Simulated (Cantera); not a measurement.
Source: NASA polynomial tables (part measured, part estimated), evaluated in Cantera. Values are per mole of reaction as written; species without (g) are pure solids or liquids, kept so even where they would boil at 1 bar.

3 Br2(g) + 2 Al(g) = 2 AlBr3(g)

| T (K) | ΔH° (kJ) | ΔS° (J/K) | ΔG° (kJ) | log10 K |
|---|---|---|---|---|
| 300 | -1573.0 | -366.6 | -1463.0 | 254.73 |
| 1423 | ? | ? | ? | ? |
| 1498 | -1563.0 | -354.8 | -1031.4 | 35.96 |
| 1573 | -1562.3 | -354.4 | -1004.8 | 33.37 |
| 1648 | ? | ? | ? | ? |
| 1723 | ? | ? | ? | ? |

Q: Fill in the missing entries.

A: 
- 1423, ΔH° (kJ): -1563.7
- 1423, ΔS° (J/K): -355.3
- 1423, ΔG° (kJ): -1058.0
- 1423, log10 K: 38.84
- 1648, ΔH° (kJ): -1561.6
- 1648, ΔS° (J/K): -354.0
- 1648, ΔG° (kJ): -978.3
- 1648, log10 K: 31.01
- 1723, ΔH° (kJ): -1560.9
- 1723, ΔS° (J/K): -353.6
- 1723, ΔG° (kJ): -951.7
- 1723, log10 K: 28.85
